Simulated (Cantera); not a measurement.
An isothermal, constant-pressure homogeneous reactor starts with C2H4 : H2 = 1 : 18 (molar parts), at 2023 K and 0.000168 atm. Integrator tolerance rtol = 1e-08.

Cantera simulation using GRI-Mech 3.0 (53 species, 325 reactions); the numbers are that mechanism's predictions, not measurements. GRI-Mech 3.0 was tuned for natural gas; its chemistry of ethylene as a main component is partial and can be far from experiment. GRI-Mech 3.0 stops at C3 and has no aromatics, soot or wall deposition, so with more carbon than oxygen in the feed, carbon stays in small species such as C2H2 where larger ones or solid carbon would form. Radical loss at walls, strong at low pressure, is not modelled.

Task: What does this change do: pressure from 0.000168 atm to 0.132 atm?

Result: 
```
quantity                                             before                                      after
-----------------  ----------------------------------------  -----------------------------------------
x(C2H4) at 1.00 s   1.06e-5 (gas-phase equilibrium 3.83e-8)    3.69e-5 (gas-phase equilibrium 3.69e-5)
x(H2) at 1.00 s         0.949 (gas-phase equilibrium 0.820)        0.945 (gas-phase equilibrium 0.945)
x(CH4) at 1.00 s    5.27e-6 (gas-phase equilibrium 3.62e-7)  0.000363 (gas-phase equilibrium 0.000363)
x(CH2) at 1.00 s   2.01e-10 (gas-phase equilibrium 2.45e-7)    2.72e-7 (gas-phase equilibrium 2.72e-7)
x(C2H6) at 1.00 s   1.55e-12 (gas-phase equilibrium <1e-12)    2.13e-9 (gas-phase equilibrium 2.13e-9)
```
